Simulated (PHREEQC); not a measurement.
Dissolve 0.22 mol HF and 0.0014 mol CsF per kg of water at 20 °C. Closed to the air; pH follows from the charge balance.

Computed with PHREEQC (ion-association model, wateq4f.dat).

Precipitation was switched off in this run.

Problem. What pH, ionic strength does the model give?

Solution. pH 1.98; ionic strength 0.0131 mol/kgw.

Problem. In which forms is F present?

Solution. HF 53 %, H2F2 39 %, F- 4.1 %, HF2- 3.6 % of the F.

Species that the database lacks are ignored. wateq4f.dat counts part of the HF as a dimer, H2F2, which phreeqc.dat doesn't know; its constant is uncertain.
